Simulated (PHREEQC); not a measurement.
Dissolve 0.014 mol Ag2SO4, 0.0025 mol HF and 0.13 mol Cu(NO3)2 per kg of water at 40 °C. Closed to the air; pH follows from the charge balance.

Equilibrium calculation in PHREEQC: ion-association model, wateq4f.dat.

Each row changes one thing in this solution. Precipitation was switched off in this run.

| case | pH | ionic strength (mol/kgw) | Cu+2 (mol/kgw) | HF (mol/kgw) | F- (mol/kgw) | CuF+ (mol/kgw) | SI of Tenorite (CuO) | SI of CuF2:2H2O (CuF2:2H2O) |
|---|---|---|---|---|---|---|---|---|
| as made | 3.02 | 0.399 | 0.122 | 0.00102 | 0.000917 | 0.000533 | -2.55 | -3.29 |
| Cu(NO3)2 from 0.13 to 0.117 mol/kgw | 3.03 | 0.360 | 0.109 | 0.00104 | 0.000928 | 0.000503 | -2.57 | -3.30 |
| HF from 0.0025 to 0.005 mol/kgw | 2.81 | 0.399 | 0.122 | 0.00260 | 0.00146 | 0.000848 | -2.96 | -2.88 |
| Ag2SO4 replaced by MnSO4 at the same molality | 3.02 | 0.412 | 0.122 | 0.00102 | 0.000922 | 0.000529 | -2.55 | -3.29 |
| Ag2SO4 left out | 2.97 | 0.390 | 0.130 | 0.00109 | 0.000862 | 0.000537 | -2.63 | -3.31 |

At this temperature some constants are extrapolated from 25 °C, and those without enthalpy data are left unchanged.
